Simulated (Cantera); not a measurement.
Adiabatic ignition

An adiabatic, constant-volume homogeneous reactor starts with CO : H₂ : O₂ : N₂ = 1 : 0.062 : 1.44 : 6.03 (molar parts), equivalence ratio 0.37, at 1500 K and 570 Torr.

Computed with Cantera and GRI-Mech 3.0 (53 species, 325 reactions).

```csv
t (s),T (K),P (bar),x CO,x H₂,x O₂,x H₂O,x CO₂
3.00e-6,1500,0.760,0.117,0.00727,0.169,4.33e-9,1.05e-7
8.17e-6,1500,0.760,0.117,0.00727,0.169,7.67e-8,3.83e-7
2.22e-5,1500,0.760,0.117,0.00726,0.169,2.39e-6,4.16e-6
6.05e-5,1503,0.762,0.115,0.00516,0.166,0.00124,0.00192
0.000165,1684,0.847,0.0745,0.000319,0.132,0.00365,0.0437
0.000448,2085,1.03,0.0376,0.000331,0.116,0.00381,0.0832
0.00122,2369,1.15,0.0217,0.000186,0.116,0.00521,0.101
0.00332,2493,1.20,0.0124,0.000106,0.114,0.00592,0.111
0.00904,2495,1.20,0.0112,9.71e-5,0.111,0.00604,0.113
0.0246,2485,1.19,0.0108,9.45e-5,0.109,0.00610,0.113
0.0669,2482,1.19,0.0106,9.35e-5,0.108,0.00612,0.113
0.182,2482,1.19,0.0106,9.35e-5,0.108,0.00612,0.113
0.496,2482,1.19,0.0106,9.35e-5,0.108,0.00612,0.113
1.35,2482,1.19,0.0106,9.35e-5,0.108,0.00612,0.113
3.67,2482,1.19,0.0106,9.35e-5,0.108,0.00612,0.113
10.0,2482,1.19,0.0106,9.35e-5,0.108,0.00612,0.113
```
x: mole fraction; the columns are a selection and need not sum to one.

The time of steepest temperature rise comes out as 0.172 ms and the temperature at 10.0 s is 2482 K. The equilibrium temperature is 2482 K, the x(CO) at 10.0 s is 0.0106 (gas-phase equilibrium 0.0106) and the x(H₂) at 10.0 s is 9.35e-5 (gas-phase equilibrium 9.35e-5). The x(O₂) at 10.0 s is 0.108 (gas-phase equilibrium 0.108).
